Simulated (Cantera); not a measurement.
Cantera run:

```python
import numpy as np
import cantera as ct

gas_names = """
    Br Br2 H HBr H2 N NH NH2 NH3 N2 N2H2 N2H4 Si SiBr SiBr2 SiBr3 SiBr4 SiH SiHBr3 SiH2 SiH2Br2 SiH3
    SiH3Br SiH4 SiN Si2 Si2N Si3
""".split()
cond_names = """
    Br2(cr) Br2(L) Si(cr) Si(L) Si3N4(a)
""".split()


def load(file, names, dense=False):
    # The tables refer to 1 bar. Condensed volumes are neglected.
    table = {s.name: s for s in ct.Species.list_from_file(file)}
    out = []
    for n in names:
        d = dict(table[n].input_data)
        d["thermo"] = dict(d["thermo"], **{"reference-pressure": 1e5})
        if dense:
            d["equation-of-state"] = {"model": "constant-volume", "density": "1e6 g/cm^3"}
        out.append(ct.Species.from_dict(d))
    return out


gas = ct.Solution(thermo="ideal-gas", species=load("nasa_gas.yaml", gas_names))
cond = {s.name: ct.Solution(thermo="fixed-stoichiometry", species=[s], name=s.name)
        for s in load("nasa_condensed.yaml", cond_names, dense=True)}
atoms = {
    'Si': {'Si': 1},
    'HBr': {'H': 1, 'Br': 1},
    'N2': {'N': 2},
}
top_T = {'Si3N4(a)': 2400}  # K; cautious upper limits of use, not melting points


def equilibrate(T, P, feed):
    n = {}
    for name, mol in feed.items():
        for a, k in atoms[name].items():
            n[a] = n.get(a, 0.0) + k * mol
    gas.TPX = T, P, n
    mass = sum(n.values()) * gas.mean_molecular_weight
    gas.equilibrate("TP")
    valid = [c for c in cond.values() if c.min_temp <= T <= top_T.get(c.name, c.max_temp)]
    mix = ct.Mixture([(gas, mass / gas.mean_molecular_weight)] + [(c, 0.0) for c in valid])
    mix.T, mix.P = T, P
    mix.equilibrate("TP", solver="vcs", rtol=1e-11, max_steps=5000)
    return mix


results = []
feed = {'Si': 1, 'HBr': 2.8, 'N2': 2.8}  # mol
for P in [1, 5.2, 27, 140, 720, 3700, 19000, 100000]:
    for T in [1175, 1225, 1275, 1325, 1375, 1425, 1475, 1525, 1575]:
        mix = equilibrate(T, P, feed)
        results.append((T, P, feed, dict(zip(mix.species_names, mix.species_moles))))

for T, P, feed, n in results:
    print(f"{T:7g} {P:10.4g}  " + (" + ".join(c for c in cond_names if n.get(c, 0) > 1e-12) or "gas only"))
```

It prints:

```
   1175          1  Si3N4(a)
   1225          1  Si3N4(a)
   1275          1  Si3N4(a)
   1325          1  Si3N4(a)
   1375          1  Si3N4(a)
   1425          1  Si(cr)
   1475          1  Si(cr)
   1525          1  Si(cr)
   1575          1  Si(cr)
   1175        5.2  Si3N4(a)
   1225        5.2  Si3N4(a)
   1275        5.2  Si3N4(a)
   1325        5.2  Si3N4(a)
   1375        5.2  Si3N4(a)
   1425        5.2  Si3N4(a)
   1475        5.2  Si(cr)
   1525        5.2  Si(cr)
   1575        5.2  Si(cr)
   1175         27  Si3N4(a)
   1225         27  Si3N4(a)
   1275         27  Si3N4(a)
   1325         27  Si3N4(a)
   1375         27  Si3N4(a)
   1425         27  Si3N4(a)
   1475         27  Si3N4(a)
   1525         27  Si3N4(a)
   1575         27  Si(cr)
   1175        140  Si3N4(a)
   1225        140  Si3N4(a)
   1275        140  Si3N4(a)
   1325        140  Si3N4(a)
   1375        140  Si3N4(a)
   1425        140  Si3N4(a)
   1475        140  Si3N4(a)
   1525        140  Si3N4(a)
   1575        140  Si3N4(a)
   1175        720  Si3N4(a)
   1225        720  Si3N4(a)
   1275        720  Si3N4(a)
   1325        720  Si3N4(a)
   1375        720  Si3N4(a)
   1425        720  Si3N4(a)
   1475        720  Si3N4(a)
   1525        720  Si3N4(a)
   1575        720  Si3N4(a)
   1175       3700  Si3N4(a)
   1225       3700  Si3N4(a)
   1275       3700  Si3N4(a)
   1325       3700  Si3N4(a)
   1375       3700  Si3N4(a)
   1425       3700  Si3N4(a)
   1475       3700  Si3N4(a)
   1525       3700  Si3N4(a)
   1575       3700  Si3N4(a)
   1175    1.9e+04  Si3N4(a)
   1225    1.9e+04  Si3N4(a)
   1275    1.9e+04  Si3N4(a)
   1325    1.9e+04  Si3N4(a)
   1375    1.9e+04  Si3N4(a)
   1425    1.9e+04  Si3N4(a)
   1475    1.9e+04  Si3N4(a)
   1525    1.9e+04  Si3N4(a)
   1575    1.9e+04  Si3N4(a)
   1175      1e+05  Si3N4(a)
   1225      1e+05  Si3N4(a)
   1275      1e+05  Si3N4(a)
   1325      1e+05  Si3N4(a)
   1375      1e+05  Si3N4(a)
   1425      1e+05  Si3N4(a)
   1475      1e+05  Si3N4(a)
   1525      1e+05  Si3N4(a)
   1575      1e+05  Si3N4(a)
```

These are equilibrium values from Cantera (NASA tables, ideal gas, pure condensed phases), not measurements of a reactor. N2 is the only nitrogen source here; it is nearly inert below about 1500 K, so the nitride shown seldom forms there in practice. The tables' values for SiBr3 are old estimates.
